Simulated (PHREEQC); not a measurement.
Make-up at 25 °C and 10 atm: 0.013 mol/kgw ZnSO4, 0.0098 mol/kgw Na2SO4 and 0.0029 mol/kgw MnSO4. Closed to the air; pH follows from the charge balance.

Model: ion-association model, phreeqc.dat, run in PHREEQC.

```
quantity                      before     after
---------------------------  -------  --------
pH                              5.84      5.99
ionic strength (mol/kgw)      0.0636    0.0151
SO4-2 (mol/kgw)               0.0172   0.00421
Mn+2 (mol/kgw)               0.00183  0.000451
MnSO4 (mol/kgw)              0.00107  0.000129
HSO4- (mol/kgw)              1.26e-6   2.93e-7
SI of Pyrochroite (Mn(OH)2)    -6.59     -6.77
```

**Question.** Which change was made?
A) Na2SO4 left out
B) diluted 100-fold with water
C) ZnSO4 left out
D) diluted 5-fold with water

**Answer.** D, diluted 5-fold with water

This is a speciation only: nothing precipitates in the calculation.
